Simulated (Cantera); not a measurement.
What does this Cantera script print?

```python
import numpy as np
import cantera as ct

gas_names = """
    AL ALN ALO ALO2 AL2 AL2O AL2O2 N NO NO2 NO3 N2 N2O O O2 O3
""".split()
cond_names = """
    AL(cr) AL(L) ALN(s) AL2O3(a) AL2O3(L)
""".split()


# ... load() reads the species with a 1 bar reference pressure and builds the phases ...
atoms = {
    'Al': {'AL': 1},
    'N2O': {'N': 2, 'O': 1},
    'N2': {'N': 2},
}
top_T = {'ALN(s)': 2750}  # K; cautious upper limits of use, not melting points


# ... equilibrate(T, P, feed) seeds the gas with the atoms and calls Mixture.equilibrate('TP', solver="vcs", rtol=1e-11, max_steps=5000) ...
results = []
feed = {'Al': 1, 'N2O': 1.4, 'N2': 5.1}  # mol
P = 2400  # Pa
for T in [1075, 1175, 1275, 1375, 1475, 1575, 1675, 1775, 1875, 1975]:
    mix = equilibrate(T, P, feed)
    results.append((T, P, feed, dict(zip(mix.species_names, mix.species_moles))))

top = {s: max(r[3][s] / sum(r[3][g] for g in gas_names) for r in results) for s in gas_names}
cols = sorted((s for s in top if top[s] > 1e-05), key=lambda s: -top[s])[:7]
seen = [c for c in cond_names if any(r[3].get(c, 0) > 1e-12 for r in results)]
print("log10 of partial pressures in bar; condensed amounts in mol")
print(f"{'T/K':>10s}" + "".join(f"{s[:9]:>10s}" for s in cols + seen))
for T, P, feed, n in results:
    ng = sum(n[g] for g in gas_names)
    print(f"{T:10.4g}" + "".join(f"{np.log10(max(n[s] / ng * P / 1e5, 1e-99)):10.3f}" for s in cols)
          + "".join(f"{n.get(c, 0):10.4g}" for c in seen))
```

Output:

```
log10 of partial pressures in bar; condensed amounts in mol
       T/K        N2        AL      AL2O    ALN(s)  AL2O3(a)
      1075    -1.620   -18.208   -22.340   0.06667    0.4667
      1175    -1.620   -15.555   -18.936   0.06667    0.4667
      1275    -1.620   -13.322   -16.075   0.06667    0.4667
      1375    -1.620   -11.418   -13.637   0.06667    0.4667
      1475    -1.620    -9.775   -11.537   0.06667    0.4667
      1575    -1.620    -8.343    -9.709   0.06667    0.4667
      1675    -1.620    -7.085    -8.105   0.06664    0.4667
      1775    -1.620    -5.971    -6.687    0.0663    0.4666
      1875    -1.620    -4.977    -5.424   0.06247    0.4663
      1975    -1.622    -4.085    -4.291   0.02581     0.462
```

Cantera equilibrium calculation (NASA polynomials, part measured and part estimated; ideal gas, pure solids and liquids). Mutual solubility and eutectic melting of coexisting phases are not modelled. Condensed phases not in the tables: aluminium oxynitride.
